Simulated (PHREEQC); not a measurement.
Make-up at 25 °C: 0.24 mol/kgw CdSO4 and 0.0048 mol/kgw H2SO4. It is in equilibrium with CO2 at log p = -3.4 (atm). Otherwise closed; pH follows from the charge balance.

Model: ion-association model, phreeqc.dat, run in PHREEQC.

Precipitation was switched off in this run.

Q: Order these Cd species by the share of Cd that they hold, largest first: Cd+2, Cd(SO4)2-2, CdSO4.

A: Cd+2 (42 %), CdSO4 (38 %), Cd(SO4)2-2 (19 %)

The pH is 2.48 and the ionic strength 0.410 mol/kgw.
